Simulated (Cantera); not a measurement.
Input: 1 mol C₃H₈, 41 mol H₂, at 1 atm.

These are equilibrium values from Cantera (NASA tables, ideal gas, pure condensed phases), not measurements of a reactor. Candidate condensed phases: C, C₆H₆, C₇H₈, C₈H₁₈; 76 gas species. Equilibrium is a limit: real reactors are often held back by kinetics, nucleation or transport. All values below are at 2200 K.

Base state: H₂ 0.992, H 0.00557, C₂H₂ (acetylene) 0.00254, CH₄ 0.000262, CH₃ 2.82e-5 (mole fractions); condensed: C(graphite).

**Question.** What changes in the equilibrium state with this change: pressure from 1 atm to 11.0 Pa?

**Answer.** 
```json
[
 {"species": "H₂", "before": "0.992", "after": "0.587"},
 {"species": "H", "before": "0.00557", "after": "0.411"},
 {"species": "C₂H₂ (acetylene)", "before": "0.00254", "after": "0.00150"},
 {"species": "CH₄", "before": "0.000262", "after": "9.96e-9"},
 {"species": "C", "before": "1.51e-9", "after": "1.39e-5"},
 {"species": "C₃", "before": "2.38e-9", "after": "2.20e-5"},
 {"species": "CH₃", "before": "2.82e-5", "after": "1.34e-7"},
 {"species": "C(graphite), mol", "before": "2.76", "after": "2.82"}
]
```
